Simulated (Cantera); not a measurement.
## Diamond growth

A diamond (100) surface in a fixed gas of H2 with x(CH4) = 0.015, x(CH3) = 1.1e-05, at 1000 K, 0.188 atm; coverages are run to steady state.

Detailed kinetics in Cantera: the Harris–Goodwin 1993 mechanism for the reconstructed diamond (100) surface.

```tsv
x(H)	growth (µm/h)	θ c6HH	θ c6H*	θ c6*H	θ c6**	θ c6HM
0.0001	0.558	0.606	0.0162	0.332	0.00483	0.0303
0.00023	0.786	0.598	0.0172	0.353	0.00687	0.0185
0.00053	0.945	0.596	0.0178	0.365	0.00831	0.00966
0.0012	1.03	0.596	0.0181	0.370	0.00912	0.00466
0.0028	1.08	0.596	0.0183	0.373	0.00953	0.00209
0.0065	1.10	0.596	0.0185	0.374	0.00974	0.000916
0.015	1.11	0.596	0.0189	0.374	0.00987	0.000401
0.035	1.12	0.596	0.0197	0.374	0.0100	0.000173
0.08	1.14	0.596	0.0214	0.372	0.0103	7.66e-5
```
θ: site fractions in the mechanism's names (c6HH fully hydrogenated, c6H* and c6*H radical sites, c6** diradical, c6HM methylated).
